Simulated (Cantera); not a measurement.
Feed: 1 mol PbO, 0.54 mol H2, equilibrated at 1327 °C.

Cantera equilibrium calculation (NASA polynomials, part measured and part estimated; ideal gas, pure solids and liquids). Candidate condensed phases: H2O, Pb, PbO, PbO2, Pb3O4; 12 gas species. Each liquid is taken as pure. Mutual solubility and eutectic melting of coexisting phases are not modelled. Gases not in the tables: (PbO)n polymers. The numbers say what is thermodynamically allowed, not how fast it happens.

log p: log10 of the partial pressure in bar; n: condensed amount in mol.

```tsv
P (Pa)	log p H2O	log p Pb	log p PbO	log p O2	log p OH	log p H2	log p O	n Pb(l)	n PbO(l)
10	-4.49	-4.33	-4.87	-5.15	-6.61	-7.10	-7.41	0	0
52	-3.76	-3.66	-3.97	-4.68	-6.13	-6.60	-7.18	0	0
270	-3.03	-2.99	-3.15	-4.37	-5.69	-6.02	-7.03	0	0
1400	-2.31	-2.30	-2.39	-4.24	-5.30	-5.37	-6.96	0	0
7200	___	___	___	-4.21	___	___	-6.94	0	0
37000	-0.55	-1.22	-1.54	-4.70	-4.53	-3.38	-7.19	0.422	0.405
190000	___	-1.22	-1.54	-4.70	___	___	-7.19	0.521	0.452
1000000	1.00	-1.22	-1.54	-4.70	-3.76	-1.83	-7.19	0.536	0.459
```

Question: Complete the blanks.

Answer: 
- 7200, log p H2O: -1.60
- 7200, log p Pb: -1.60
- 7200, log p PbO: -1.67
- 7200, log p OH: -4.93
- 7200, log p H2: -4.67
- 190000, log p H2O: 0.26
- 190000, log p OH: -4.13
- 190000, log p H2: -2.57
